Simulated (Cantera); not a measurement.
Mixture: CH4 : CO : O2 : N2 = 1 : 0.36 : 1.15 : 4.31 (molar parts), at 0.460 bar, adiabatic and at constant volume. Ignition delay is the time to a rise of 400 K.

Cantera simulation using GRI-Mech 3.0 (53 species, 325 reactions); the numbers are that mechanism's predictions, not measurements.

### Question
Predict: delay at 1050 K; delay at 1150 K; delay at 1250 K; delay at 1350 K; apparent activation energy between 1300 and 1400 K.

### Answer
| Item | Result |
|---|---|
| delay at 1050 K | 2.12 s |
| delay at 1150 K | 0.347 s |
| delay at 1250 K | 69.7 ms |
| delay at 1350 K | 16.7 ms |
| apparent activation energy between 1300 and 1400 K | 200 kJ/mol |
